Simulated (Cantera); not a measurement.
A closed system holds: 1 mol SiC, 0.29 mol Si, 0.047 mol H2, equilibrated at 2823 K and 960 Pa.

Equilibrium computed with Cantera from the NASA thermochemical tables; the gas is ideal and each condensed phase is pure. Candidate condensed phases: C, C6H6, C7H8, C8H18, Si, SiC; 87 gas species. The numbers say what is thermodynamically allowed, not how fast it happens.

Base state: Si 0.553, SiC2 0.324, H 0.0609, Si2C 0.0462, H2 0.00453, C3 0.00435, Si2 0.00296, SiC 0.00108 (mole fractions); condensed: C(graphite).

### Question
What changes in the equilibrium state with this change: temperature from 2823 K to 1523.15 K?

### Answer
```tsv
species	before	after
H2	0.00453	1.000
H	0.0609	0.000236
Si	0.553	1.88e-6
SiC2	0.324	<1e-9
Si2C	0.0462	3.43e-9
C3	0.00435	<1e-9
SiC	0.00108	<1e-9
Si2	0.00296	2.84e-9
C	0.000881	<1e-9
C2	0.000427	<1e-9
C(graphite), mol	0.0614	0
Si(s), mol	0	0.290
SiC(s), mol	0	1.00
```
Mutual solubility and eutectic melting of coexisting phases are not modelled.

### Question
What changes in the equilibrium state with this change: temperature from 2823 K to 2773 K?

### Answer
```
species             before     after
----------------  --------  --------
Si                   0.553     0.565
SiC2                 0.324     0.296
Si2C                0.0462    0.0644
H                   0.0609    0.0593
C5                 4.51e-5   2.05e-5
C2                0.000427  0.000228
Si3                6.05e-5  0.000112
C3                 0.00435   0.00235
C                 0.000881  0.000509
C(graphite), mol    0.0614     0.141
```
